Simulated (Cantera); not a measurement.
An adiabatic, constant-pressure homogeneous reactor starts with CH4 : H2 : O2 : N2 : H2O = 1 : 0.62 : 3.35 : 12.6 : 0.84 (molar parts), equivalence ratio 0.69, at 1025 K and 2.70 bar.

Cantera simulation using GRI-Mech 3.0 (53 species, 325 reactions); the numbers are that mechanism's predictions, not measurements.

x: mole fraction; the columns are a selection and need not sum to one.

```
t (s)     T (K)   x CH4     x H2    x O2      x NO     x HCN      x CH2O      x CO
--------  -----  ------  -------  ------  --------  --------  ----------  --------
6.00e-6    1025  0.0543   0.0337   0.182    <1e-12    <1e-12      <1e-12    <1e-12
1.53e-5    1025  0.0543   0.0337   0.182    <1e-12    <1e-12    2.90e-12    <1e-12
3.91e-5    1025  0.0543   0.0337   0.182    <1e-12    <1e-12    1.88e-11    <1e-12
9.99e-5    1025  0.0543   0.0337   0.182    <1e-12    <1e-12    1.14e-10    <1e-12
0.000255   1025  0.0543   0.0337   0.182    <1e-12    <1e-12    6.15e-10    <1e-12
0.000651   1025  0.0543   0.0337   0.182    <1e-12    <1e-12  (withheld)  1.43e-12
0.00166    1025  0.0543   0.0337   0.182    <1e-12    <1e-12  (withheld)  1.96e-11
0.00424    1025  0.0543   0.0337   0.182    <1e-12    <1e-12  (withheld)   1.12e-9
0.0108     1083  0.0496   0.0318   0.176  1.52e-12    <1e-12  (withheld)   0.00201
0.0277     2318  <1e-12  0.00111  0.0557   0.00223    <1e-12    2.16e-12   0.00180
0.0706     2312  <1e-12  0.00109  0.0541   0.00567  1.39e-12    2.07e-12   0.00176
0.180      2309  <1e-12  0.00108  0.0532   0.00743  1.55e-12    2.03e-12   0.00174
0.460      2308  <1e-12  0.00108  0.0531   0.00754  1.56e-12    2.03e-12   0.00173
1.18       2308  <1e-12  0.00108  0.0531   0.00754  1.56e-12    2.03e-12   0.00173
3.00       2308  <1e-12  0.00108  0.0531   0.00754  1.56e-12    2.03e-12   0.00173
```

Question: Complete the blanks.

Answer: 
- 0.000651, x CH2O: 2.95e-9
- 0.00166, x CH2O: 1.70e-8
- 0.00424, x CH2O: 4.00e-7
- 0.0108, x CH2O: 0.00183
